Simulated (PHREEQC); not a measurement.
A solution holds 0.058 mol/kgw H3BO3, at 20 °C. Closed to the air; pH follows from the charge balance.

Computed with PHREEQC (ion-association model, wateq4f.dat).

| Item | Result |
|---|---|
| pH | 5.26 |
| ionic strength | 5.53e-6 mol/kgw |

| species | molality | activity | log γ |
|---|---|---|---|
| H3BO3 | 0.0580 | 0.0580 | 0.000 |
| H+ | 5.53e-6 | 5.52e-6 | -0.001 |
| H2BO3- | 5.53e-6 | 5.51e-6 | -0.001 |
| OH- | 1.23e-9 | 1.23e-9 | -0.001 |

No solid was allowed to form.
